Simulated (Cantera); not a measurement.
**NF3 + H2O (abatement and gas-phase synthesis)**

Input: 1 mol NF3, 5 mol H2O, equilibrated at 725 K and 13300 Pa.

Method: chemical equilibrium by Gibbs-energy minimisation in Cantera with the NASA 1993 tables (ideal gas, pure condensed phases). Candidate condensed phases: H2O; 40 gas species. The numbers say what is thermodynamically allowed, not how fast it happens.

The x(H2O) comes out as 0.452 and the x(HF) is 0.387. The x(O2) comes out as 0.0968. The x(N2) is 0.0645 and the x(H2F2) is 3.02e-6. The gas amount is 7.750 mol.
